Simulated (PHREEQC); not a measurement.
PHREEQC input (ion-association model, phreeqc.dat):

```
SOLUTION_MASTER_SPECIES
  Amm  AmmH+  0  AmmH  17.031  # ammonia with no redox link, constants of NH4+
SOLUTION_SPECIES
  AmmH+ = AmmH+
    -log_k 0
    -gamma 2.5 0
    -dw 1.98e-9
  AmmH+ = Amm + H+
    -log_k -9.252
    -delta_h 12.48 kcal
    -analytic 0.6322 -0.001225 -2835.76
    -dw 2.28e-9
  AmmH+ + SO4-2 = AmmHSO4-
    -log_k 1.11
PHASES
  Amm(g)
    Amm = Amm
    -log_k 1.7966
    -analytic -18.758 3.3670e-4 2.5113e3 4.8619 39.192
    -T_c 405.6
    -P_c 111.3
    -Omega 0.25
EXCHANGE_SPECIES
  AmmH+ + X- = AmmHX
    -log_k 0.6
    -gamma 2.5 0
    -delta_h -2.4
SOLUTION 0
  temp 25
  units mmol/kgw
  pH 7 charge
  Cl 107.01
  Sr 53
  Na 1
  O(0) 1 O2(g) -0.68
SOLUTION 1-40
  temp 25
  units mmol/kgw
  pH 7 charge
  Cl 1.11
  Amm 1.1
  O(0) 1 O2(g) -0.68
END
EXCHANGE 1-40
  X 0.24
  -equilibrate 1
END
SELECTED_OUTPUT 1
  -reset false
  -pH true
  -pe true
  -ionic_strength true
  -water true
  -step true
  -totals Amm Cl Na Sr
  -molalities NaX AmmHX SrX2
  -saturation_indices Halite
PRINT
  -reset false
TRANSPORT
  -cells 40
  -shifts 279
  -lengths 0.0125
  -time_step 60
  -dispersivities 0.025
  -boundary_conditions flux flux
  -correct_disp true
  -punch_cells 40
  -punch_frequency 9
END
```

Selected output (columns that matter, 25 of 32 rows; pore volumes added in front):

```
pore volumes	pH	mu	Amm	Cl	Na	Sr	m_NaX	m_SrX2	si_Halite
0	5.0127	0.00111	0.0011	0.00111	0	0	0	0	-1000
0.2375	5.0127	0.00111	0.0011	0.00111	0	0	0	0	-1000
0.6875	5.0125	0.01642	0.01641	0.01642	1.5547e-09	0	5.7117e-09	0	-12.274
0.9125	4.9848	0.048158	0.048135	0.048158	1.238e-05	8.8861e-22	1.5505e-05	2.3602e-20	-7.965
1.1375	4.9629	0.076882	0.076714	0.076881	0.00015797	2.8238e-13	0.00012408	2.9503e-12	-6.6874
1.3625	4.9517	0.093836	0.093397	0.093836	0.0004293	3.7228e-09	0.00027679	2.6207e-08	-6.1808
1.8125	4.9451	0.1051	0.10418	0.10509	0.00086378	1.6039e-05	0.00049845	9.0443e-05	-5.8362
2.0375	4.9447	0.10648	0.10503	0.10633	0.00097777	0.00015574	0.00055595	0.00085266	-5.7782
2.2625	4.9461	0.10768	0.10392	0.10678	0.0010432	0.00090302	0.00057994	0.0047255	-5.749
2.7125	4.9654	0.11693	0.086018	0.10698	0.0010726	0.0099417	0.00051088	0.038194	-5.7422
2.9375	4.9861	0.12583	0.068273	0.107	0.001057	0.018831	0.0004606	0.060552	-5.7538
3.1625	5.0086	0.13463	0.050716	0.10701	0.0010399	0.027621	0.00042587	0.078446	-5.7659
3.6125	5.0463	0.14734	0.025314	0.10701	0.0010175	0.040334	0.00039026	0.10048	-5.782
3.8375	5.0596	0.15129	0.017432	0.10701	0.0010115	0.044278	0.00038159	0.10672	-5.7866
4.0625	5.0697	0.15406	0.011892	0.10701	0.0010075	0.04705	0.00037602	0.11098	-5.7896
4.2875	5.077	0.15598	0.0080601	0.10701	0.0010049	0.048967	0.0003724	0.11387	-5.7916
4.7375	5.0857	0.15818	0.0036543	0.10701	0.0010022	0.051172	0.00036846	0.11714	-5.7939
4.9625	5.0882	0.15879	0.0024491	0.10701	0.0010014	0.051775	0.00036743	0.11803	-5.7945
5.1875	5.0899	0.15919	0.0016376	0.10701	0.0010009	0.052181	0.00036674	0.11862	-5.7949
5.6375	5.0918	0.15965	0.00072818	0.10701	0.0010004	0.052636	0.00036598	0.11929	-5.7953
5.8625	5.0924	0.15977	0.00048448	0.10701	0.0010003	0.052758	0.00036578	0.11946	-5.7954
6.0875	5.0927	0.15985	0.00032195	0.10701	0.0010002	0.052839	0.00036564	0.11958	-5.7955
6.3125	5.0929	0.1599	0.00021371	0.10701	0.0010001	0.052893	0.00036555	0.11966	-5.7956
6.7625	5.0932	0.15996	9.3909e-05	0.10701	0.0010001	0.052953	0.00036546	0.11975	-5.7956
6.9875	5.0933	0.15998	6.2178e-05	0.10701	0.001	0.052969	0.00036543	0.11977	-5.7956
```
